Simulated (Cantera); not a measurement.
A Cantera script and its output.

```python
import numpy as np
import cantera as ct

gas = ct.Solution("gri30.yaml")
gas.TPX = 398, 24000, {'CH4': 1, 'O2': 3.57, 'N2': 13.4}
inlet = ct.Reservoir(gas, clone=True)
gas.equilibrate("HP")  # start burning
reactor = ct.IdealGasConstPressureReactor(gas, energy="on", clone=False)
exhaust = ct.Reservoir(gas, clone=True)
tau = [0.032, 0.015, 0.0071, 0.0034, 0.0016, 0.00075, 0.00035, 0.00017, 7.9e-05, 3.7e-05][0]
for a, b in ((inlet, reactor), (reactor, exhaust)):
    ct.MassFlowController(a, b, mdot=lambda t: reactor.mass / tau)
net = ct.ReactorNet([reactor])
show = ['CH4', 'O2', 'H2O', 'NO', 'OH', 'CH2CO']

rows = []
print(f"{'tau/s':>10s}{'T/K':>9s}" + "".join(f"{s:>11s}" for s in show))
for tau in [0.032, 0.015, 0.0071, 0.0034, 0.0016, 0.00075, 0.00035, 0.00017, 7.9e-05, 3.7e-05]:
    net.initial_time = 0.0
    net.advance(30 * tau)
    before = gas.X
    net.advance(40 * tau)
    drift = np.max(np.abs(gas.X - before) / (gas.X + 1e-9))
    rows.append([gas.T, *gas[show].X, drift])
    print(f"{tau:10.3e}{gas.T:9.1f}" + "".join(f"{x:11.3e}" for x in gas[show].X))
```

It prints:

```
     tau/s      T/K        CH4         O2        H2O         NO         OH      CH2CO
 3.200e-02   1628.0  4.361e-05  8.736e-02  1.084e-01  5.112e-06  2.759e-03  1.958e-09
 1.500e-02   1605.6  7.284e-05  8.773e-02  1.073e-01  4.735e-06  3.230e-03  3.713e-09
 7.100e-03   1574.4  1.264e-04  8.845e-02  1.058e-01  4.378e-06  3.615e-03  7.571e-09
 3.400e-03   1532.8  2.343e-04  8.986e-02  1.041e-01  3.716e-06  3.811e-03  1.749e-08
 1.600e-03   1475.0  5.075e-04  9.288e-02  1.019e-01  2.526e-06  3.674e-03  5.405e-08
 7.500e-04   1376.0  1.783e-03  1.017e-01  9.794e-02  8.412e-07  2.644e-03  4.455e-07
 3.500e-04    398.0  5.565e-02  1.987e-01  1.471e-16  7.997e-22  2.620e-25  9.519e-21
 1.700e-04    398.0  5.565e-02  1.987e-01  7.740e-19  4.208e-24  8.798e-28  5.009e-23
 7.900e-05    398.0  5.565e-02  1.987e-01  4.889e-20  2.658e-25  5.318e-29  3.164e-24
 3.700e-05    398.0  5.565e-02  1.987e-01  3.088e-21  1.679e-26  3.306e-30  1.999e-25
```

Computed with Cantera and GRI-Mech 3.0 (53 species, 325 reactions).
